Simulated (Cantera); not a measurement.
A closed system holds: 1 mol Pb, 0.12 mol H₂O, 26 mol N₂, at 2.40 mbar.

Cantera equilibrium calculation (NASA polynomials, part measured and part estimated; ideal gas, pure solids and liquids). Candidate condensed phases: H₂O, Pb, PbO, PbO₂, Pb₃O₄; 27 gas species. Equilibrium is a limit: real reactors are often held back by kinetics, nucleation or transport. All values below are at 1650 K.

Base state: N₂ 0.959, Pb 0.0365, H₂O 0.00402, H₂ 0.000381, PbO 0.000362, H 3.62e-5, OH 1.72e-5, NO 1.45e-5 (mole fractions); condensed: gas only.

Q: What changes in the equilibrium state with this change: Pb replaced by Si?

A: 
```json
[
 {"species": "N₂", "before": "0.959", "after": "0.991"},
 {"species": "SiO", "before": "0", "after": "0.00468"},
 {"species": "H₂", "before": "0.000381", "after": "0.00461"},
 {"species": "Pb", "before": "0.0365", "after": "0"},
 {"species": "H₂O", "before": "0.00402", "after": "<1e-9"},
 {"species": "PbO", "before": "0.000362", "after": "0"},
 {"species": "Si", "before": "0", "after": "4.89e-5"},
 {"species": "OH", "before": "1.72e-5", "after": "<1e-9"},
 {"species": "Si₃N₄(s), mol", "before": "0", "after": "0.293"}
]
```
Further candidate phases: Si, SiO₂, Si₂N₂O, Si₃N₄.
